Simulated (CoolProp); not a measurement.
Vapour pressure (MPa) of hexamethyldisiloxane (MM): the reference equation beside estimates from Tc = 245.6 °C, pc = 1.931 MPa, ω = 0.418. Clausius-Clapeyron is anchored at 78.35 °C with a constant enthalpy of vaporisation of 33.12 kJ/mol.

Values from CoolProp's reference Helmholtz-energy equation of state, Thol 2016.

```csv
T (°C),reference,Clausius-Clapeyron,van der Waals,Redlich-Kwong,Soave-Redlich-Kwong,Peng-Robinson
27.55,0.006337,0.007471,0.1372,0.02730,0.006281,0.006587
40.25,0.01153,0.01278,0.1746,0.04253,0.01143,0.01183
52.95,0.01982,0.02096,0.2185,0.06352,0.01965,0.02013
65.65,0.03239,0.03314,0.2693,0.09148,0.03218,0.03267
78.35,0.05068,0.05068,0.3274,0.1276,0.05049,0.05089
91.05,0.07634,0.07524,0.3932,0.1733,0.07631,0.07645
103.75,0.1112,0.1088,0.4671,0.2296,0.1116,0.1113
116.55,0.1578,0.1539,0.5501,0.2985,0.1589,0.1579
129.25,0.2175,0.2125,0.6412,0.3801,0.2200,0.2179
141.95,0.2931,0.2877,0.7415,0.4761,0.2977,0.2943
154.65,0.3873,0.3825,0.8511,0.5876,0.3947,0.3897
```

Absolute difference from the reference over all 11 rows, mean and median: Clausius-Clapeyron 4.4 and 2.3 %, van der Waals 655.5 and 415.1 %, Redlich-Kwong 151.4 and 127.0 %, Soave-Redlich-Kwong 0.9 and 0.9 %, Peng-Robinson 1.0 and 0.4 %.
